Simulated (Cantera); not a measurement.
Feed: 1 mol Si₃N₄, 0.67 mol H₂O, 25 mol H₂, equilibrated at 315 Torr.

Equilibrium computed with Cantera from the NASA thermochemical tables; the gas is ideal and each condensed phase is pure. Candidate condensed phases: H₂O, Si, SiO₂, Si₂N₂O, Si₃N₄; 35 gas species. Mutual solubility and eutectic melting of coexisting phases are not modelled. Gases not in the tables: Si₂H₆ and higher silanes. Rates play no part.

### Question
Which condensed phases are stable at each of these points (T (°C)): 1377, 1427, 1477, 1527, 1577, 1627, 1677, 1727?

### Answer
```json
[
 {"T (°C)": "1377", "condensed phases": "Si₂N₂O(s) + Si₃N₄(s)", "Si condensed (%)": "100.0"},
 {"T (°C)": "1427", "condensed phases": "Si₂N₂O(s) + Si₃N₄(s)", "Si condensed (%)": "99.9"},
 {"T (°C)": "1477", "condensed phases": "Si(l) + Si₂N₂O(s) + Si₃N₄(s)", "Si condensed (%)": "99.7"},
 {"T (°C)": "1527", "condensed phases": "Si(l) + Si₂N₂O(s) + Si₃N₄(s)", "Si condensed (%)": "99.3"},
 {"T (°C)": "1577", "condensed phases": "Si(l) + Si₂N₂O(s) + Si₃N₄(s)", "Si condensed (%)": "98.4"},
 {"T (°C)": "1627", "condensed phases": "Si(l) + Si₂N₂O(s)", "Si condensed (%)": "94.2"},
 {"T (°C)": "1677", "condensed phases": "Si(l) + Si₂N₂O(s)", "Si condensed (%)": "80.7"},
 {"T (°C)": "1727", "condensed phases": "Si(l)", "Si condensed (%)": "77.4"}
]
```

From 1377 °C to 1427 °C the condensed part is Si₂N₂O(s) + Si₃N₄(s). From 1477 °C to 1577 °C the condensed part is Si(l) + Si₂N₂O(s) + Si₃N₄(s). From 1627 °C to 1677 °C the condensed part is Si(l) + Si₂N₂O(s). At 1727 °C the condensed part is Si(l).
